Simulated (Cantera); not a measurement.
Charge: 1 mol PH3, 0.022 mol O2, equilibrated at 2573 K and 220 bar.

Method: chemical equilibrium by Gibbs-energy minimisation in Cantera with the NASA 1993 tables (ideal gas, pure condensed phases). Candidate condensed phases: H2O, P, P4O10; 17 gas species. The ideal-gas law is rough above about 30 bar. Gases not in the tables: HPO2, HPO3 and P4O6. Rates play no part.

Problem. What is the equilibrium state?

Solution. 
| Property | Value |
|---|---|
| x(H2) | 0.731 |
| x(P2) | 0.228 |
| x(H2O) | 0.0189 |
| x(P4) | 0.00965 |
| x(PH3) | 0.00454 |
| x(PO) | 0.00318 |
| x(PH) | 0.00221 |
| x(H) | 0.00198 |
| x(P) | 0.000377 |
| gas amount | 1.977 mol |
| log10 activity of P(l) (absent) | -0.59 |
